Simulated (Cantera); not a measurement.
CF₄ + CH₄ + H₂ (fluorocarbon and chlorocarbon gases)

Input: 1 mol CF₄, 0.024 mol CH₄, 0.049 mol H₂, held at 975 K and 76.0 mbar.

Equilibrium computed with Cantera from the NASA thermochemical tables; the gas is ideal and each condensed phase is pure. Candidate condensed phases: C, C₆H₆, C₇H₈, C₈H₁₈; 95 gas species. Gases not in the tables: C₂F₆ and larger saturated fluorocarbons. Rates play no part.

| Item | Result |
|---|---|
| x(CF₄) | 0.831 |
| x(HF) | 0.169 |
| n(C(graphite)) | 0.0725 mol |
| gas amount | 1.145 mol |
